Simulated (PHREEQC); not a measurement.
Solution (25 °C): 0.25 mol/kgw ZnCl2 and 0.0013 mol/kgw NaCl. Closed to the air; pH follows from the charge balance.

All values are PHREEQC results (ion-association model, phreeqc.dat), not measurements.

| Item | Result |
|---|---|
| pH | 4.79 |
| ionic strength | 0.628 mol/kgw |
| activity of water | 0.988 |
| density | 1.027 g/cm³ |

| species | molality | activity | log γ |
|---|---|---|---|
| Cl- | 0.426 | 0.270 | -0.197 |
| Zn+2 | 0.194 | 0.0384 | -0.702 |
| ZnCl+ | 0.0441 | 0.0279 | -0.198 |
| ZnCl2 | 0.00685 | 0.00791 | 0.063 |
| ZnCl3- | 0.00379 | 0.00240 | -0.198 |
| ZnCl4-2 | 0.00164 | 0.000325 | -0.702 |
| Na+ | 0.00130 | 0.000932 | -0.145 |
| H+ | 2.15e-5 | 1.63e-5 | -0.121 |
| ZnOHCl | 1.81e-5 | 2.09e-5 | 0.063 |
| ZnOH+ | 3.45e-6 | 2.56e-6 | -0.129 |
| Zn(OH)2 | 1.54e-9 | 1.78e-9 | 0.063 |

No solid was allowed to form.
